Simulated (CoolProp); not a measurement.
Vapour-liquid equilibrium of carbon dioxide (1) + hydrogen sulfide (2) at 275.4 K; x and y are mole fractions of (1).

Values from CoolProp's multi-fluid Helmholtz-energy mixture model, Span 1996 and Lemmon 2006; pair parameters Kunz 2012.

| x | bubble pressure (kPa) | y at the bubble point | dew pressure at overall composition x (kPa) | liquid density (mol/L) |
|---|---|---|---|---|
| 0.05 | 1386 | 0.218 | 1157 | 24.28 |
| 0.125 | 1756 | 0.403 | 1250 | (withheld) |
| 0.2 | 2063 | 0.510 | 1358 | 23.85 |
| 0.275 | 2317 | 0.580 | 1484 | 23.47 |
| 0.35 | 2528 | 0.632 | 1633 | 23.02 |
| 0.425 | 2709 | 0.674 | 1814 | 22.52 |
| 0.5 | 2869 | 0.711 | 2032 | 22.00 |
| 0.575 | 3016 | 0.746 | 2296 | 21.50 |
| 0.65 | 3155 | 0.781 | 2604 | 21.05 |
| 0.725 | 3288 | 0.819 | 2930 | 20.69 |
| 0.8 | 3415 | 0.861 | (withheld) | 20.45 |
| 0.875 | 3533 | 0.908 | (withheld) | 20.37 |
| 0.95 | 3637 | 0.961 | 3619 | 20.52 |

**Question.** Complete the blanks.

**Answer.** 
- 0.125, liquid density (mol/L): 24.12
- 0.8, dew pressure at overall composition x (kPa): 3223
- 0.875, dew pressure at overall composition x (kPa): 3453

No azeotrope shows between x = 0.05 and 0.95.

Pair parameters are fitted to limited data, so mixtures are less certain than the pure fluids.
